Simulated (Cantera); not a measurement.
Charge: 1 mol SiCl4, 0.016 mol C3H8, 1100 mol H2, equilibrated at 1.33 mbar.

These are equilibrium values from Cantera (NASA tables, ideal gas, pure condensed phases), not measurements of a reactor. Candidate condensed phases: C, C6H6, C7H8, C8H18, Si, SiC; 109 gas species. Mutual solubility and eutectic melting of coexisting phases are not modelled. Gases not in the tables: Si2H6 and higher silanes. Equilibrium is a limit: real reactors are often held back by kinetics, nucleation or transport.

Q: Which condensed phases are stable at each of these points (T (K)): 1098, 1248, 1398, 1548, 1698, 1848, 1998?

A: 
| T (K) | condensed phases | Si condensed (%) |
|---|---|---|
| 1098 | Si(s) + SiC(s) | 97.1 |
| 1248 | Si(s) + SiC(s) | 96.5 |
| 1398 | Si(s) + SiC(s) | 95.7 |
| 1548 | Si(s) + SiC(s) | 92.0 |
| 1698 | Si(l) + SiC(s) | 33.6 |
| 1848 | SiC(s) | 1.8 |
| 1998 | gas only | 0.0 |

From 1098 K to 1548 K the condensed part is Si(s) + SiC(s). At 1698 K the condensed part is Si(l) + SiC(s). At 1848 K the condensed part is SiC(s). At 1998 K nothing is condensed.
